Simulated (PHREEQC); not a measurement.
Dissolve 0.016 mol/kgw KH2PO4 and 7.2e-05 mol/kgw HNO3 at 92 °C. Closed to the air; pH follows from the charge balance.

Model: ion-association model, wateq4f.dat, run in PHREEQC.

### Question
The ionic strength comes out as 0.0161 mol/kgw. What activity coefficients do H2PO4-, H+, HPO4-2, K+, NO3- get?

### Answer
H2PO4- 0.87, H+ 0.88, HPO4-2 0.57, K+ 0.86, NO3- 0.86.

Precipitation was switched off in this run. Complexes and solids missing from the database can't appear. H3PO4, which wateq4f.dat lacks, is added to it with the constant of phreeqc.dat. Away from 25 °C the constants follow the database's enthalpies or fits; those with neither stay at their 25 °C values.
